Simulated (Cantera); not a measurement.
An isothermal plug-flow reactor at 873 K and 240000 Pa (inlet), inlet velocity 0.093 m/s, active area per volume 190 1/m; feed CH4 : O2 : N2 = 0.0064 : 0.026 : 0.79 (molar parts), equivalence ratio 0.49.

Cantera simulation using Deutschmann's 1995 Pt surface mechanism with GRI-Mech 3.0 gas chemistry; the numbers are that mechanism's predictions, not measurements. Catalytic surfaces can have several steady states; this one follows from the mechanism file's or the stated starting coverage. Mass transfer to the wall is taken as infinitely fast.

### Question
What does this change do: area per volume 190 to 60 1/m?

### Answer
```csv
quantity,before,after
x(CH4) at z = 0.077 m,0.000906,0.00431
x(O2) at z = 0.077 m,0.0179,0.0247
x(H2O) at z = 0.077 m,0.0137,0.00694
x(CO2) at z = 0.077 m,0.00686,0.00347
x(CO) at z = 0.077 m,2.41e-7,1.09e-6
θ(free Pt) at the exit,0.107,0.0977
θ(O*) at the exit,0.889,0.899
θ(OH*) at the exit,0.00417,0.00286
```

### Question
What does this change do: pressure from 240000 Pa to 530000 Pa?

### Answer
```json
[
 {"quantity": "x(CH4) at z = 0.077 m", "before": "0.000906", "after": "0.00277"},
 {"quantity": "x(O2) at z = 0.077 m", "before": "0.0179", "after": "0.0216"},
 {"quantity": "x(H2O) at z = 0.077 m", "before": "0.0137", "after": "0.0100"},
 {"quantity": "x(CO2) at z = 0.077 m", "before": "0.00686", "after": "0.00501"},
 {"quantity": "x(CO) at z = 0.077 m", "before": "2.41e-7", "after": "6.42e-7"},
 {"quantity": "θ(free Pt) at the exit", "before": "0.107", "after": "0.0769"},
 {"quantity": "θ(O*) at the exit", "before": "0.889", "after": "0.918"},
 {"quantity": "θ(OH*) at the exit", "before": "0.00417", "after": "0.00457"}
]
```
